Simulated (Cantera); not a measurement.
What does this Cantera script print?

```python
import numpy as np
import cantera as ct

gas_names = """
    CL CL2 H HCL H2 Si SiCL SiCL2 SiCL3 SiCL4 SiH SiHCL3 SiH2 SiH2CL2 SiH3 SiH3CL SiH4 Si2 Si3
""".split()
cond_names = """
    Si(cr) Si(L)
""".split()


# ... load() reads the species with a 1 bar reference pressure and builds the phases ...
atoms = {
    'SiCl4': {'Si': 1, 'CL': 4},
    'Cl2': {'CL': 2},
    'H2': {'H': 2},
}
top_T = {}  # K; cautious upper limits of use, not melting points


# ... equilibrate(T, P, feed) seeds the gas with the atoms and calls Mixture.equilibrate('TP', solver="vcs", rtol=1e-11, max_steps=5000) ...
results = []
P = 15000  # Pa
for T in [850, 900, 950, 1000, 1050, 1100, 1150, 1200, 1250, 1300, 1350, 1400]:
    for m in [0.04, 0.051, 0.066, 0.085, 0.11, 0.14, 0.18, 0.23, 0.3, 0.39, 0.5]:
        feed = {'SiCl4': 1, 'Cl2': m, 'H2': 180}  # mol
        mix = equilibrate(T, P, feed)
        results.append((T, P, feed, dict(zip(mix.species_names, mix.species_moles))))

for T, P, feed, n in results:
    print(f"{T:7g} {feed['Cl2']:10.4g}  " + (" + ".join(c for c in cond_names if n.get(c, 0) > 1e-12) or "gas only"))
```

Result:

```
    850       0.04  gas only
    850      0.051  gas only
    850      0.066  gas only
    850      0.085  gas only
    850       0.11  gas only
    850       0.14  gas only
    850       0.18  gas only
    850       0.23  gas only
    850        0.3  gas only
    850       0.39  gas only
    850        0.5  gas only
    900       0.04  gas only
    900      0.051  gas only
    900      0.066  gas only
    900      0.085  gas only
    900       0.11  gas only
    900       0.14  gas only
    900       0.18  gas only
    900       0.23  gas only
    900        0.3  gas only
    900       0.39  gas only
    900        0.5  gas only
    950       0.04  Si(cr)
    950      0.051  Si(cr)
    950      0.066  Si(cr)
    950      0.085  Si(cr)
    950       0.11  Si(cr)
    950       0.14  Si(cr)
    950       0.18  gas only
    950       0.23  gas only
    950        0.3  gas only
    950       0.39  gas only
    950        0.5  gas only
   1000       0.04  Si(cr)
   1000      0.051  Si(cr)
   1000      0.066  Si(cr)
   1000      0.085  Si(cr)
   1000       0.11  Si(cr)
   1000       0.14  Si(cr)
   1000       0.18  Si(cr)
   1000       0.23  Si(cr)
   1000        0.3  Si(cr)
   1000       0.39  Si(cr)
   1000        0.5  gas only
   1050       0.04  Si(cr)
   1050      0.051  Si(cr)
   1050      0.066  Si(cr)
   1050      0.085  Si(cr)
   1050       0.11  Si(cr)
   1050       0.14  Si(cr)
   1050       0.18  Si(cr)
   1050       0.23  Si(cr)
   1050        0.3  Si(cr)
   1050       0.39  Si(cr)
   1050        0.5  Si(cr)
   1100       0.04  Si(cr)
   1100      0.051  Si(cr)
   1100      0.066  Si(cr)
   1100      0.085  Si(cr)
   1100       0.11  Si(cr)
   1100       0.14  Si(cr)
   1100       0.18  Si(cr)
   1100       0.23  Si(cr)
   1100        0.3  Si(cr)
   1100       0.39  Si(cr)
   1100        0.5  Si(cr)
   1150       0.04  Si(cr)
   1150      0.051  Si(cr)
   1150      0.066  Si(cr)
   1150      0.085  Si(cr)
   1150       0.11  Si(cr)
   1150       0.14  Si(cr)
   1150       0.18  Si(cr)
   1150       0.23  Si(cr)
   1150        0.3  Si(cr)
   1150       0.39  Si(cr)
   1150        0.5  Si(cr)
   1200       0.04  Si(cr)
   1200      0.051  Si(cr)
   1200      0.066  Si(cr)
   1200      0.085  Si(cr)
   1200       0.11  Si(cr)
   1200       0.14  Si(cr)
   1200       0.18  Si(cr)
   1200       0.23  Si(cr)
   1200        0.3  Si(cr)
   1200       0.39  Si(cr)
   1200        0.5  Si(cr)
   1250       0.04  Si(cr)
   1250      0.051  Si(cr)
   1250      0.066  Si(cr)
   1250      0.085  Si(cr)
   1250       0.11  Si(cr)
   1250       0.14  Si(cr)
   1250       0.18  Si(cr)
   1250       0.23  Si(cr)
   1250        0.3  Si(cr)
   1250       0.39  Si(cr)
   1250        0.5  Si(cr)
   1300       0.04  Si(cr)
   1300      0.051  Si(cr)
   1300      0.066  Si(cr)
   1300      0.085  Si(cr)
   1300       0.11  Si(cr)
   1300       0.14  Si(cr)
   1300       0.18  Si(cr)
   1300       0.23  Si(cr)
   1300        0.3  Si(cr)
   1300       0.39  Si(cr)
   1300        0.5  Si(cr)
   1350       0.04  Si(cr)
   1350      0.051  Si(cr)
   1350      0.066  Si(cr)
   1350      0.085  Si(cr)
   1350       0.11  Si(cr)
   1350       0.14  Si(cr)
   1350       0.18  Si(cr)
   1350       0.23  Si(cr)
   1350        0.3  Si(cr)
   1350       0.39  Si(cr)
   1350        0.5  Si(cr)
   1400       0.04  Si(cr)
   1400      0.051  Si(cr)
   1400      0.066  Si(cr)
   1400      0.085  Si(cr)
   1400       0.11  Si(cr)
   1400       0.14  Si(cr)
   1400       0.18  Si(cr)
   1400       0.23  Si(cr)
   1400        0.3  Si(cr)
   1400       0.39  Si(cr)
   1400        0.5  Si(cr)
```

Cantera equilibrium calculation (NASA polynomials, part measured and part estimated; ideal gas, pure solids and liquids). The tables' values for SiCl3 are old estimates.
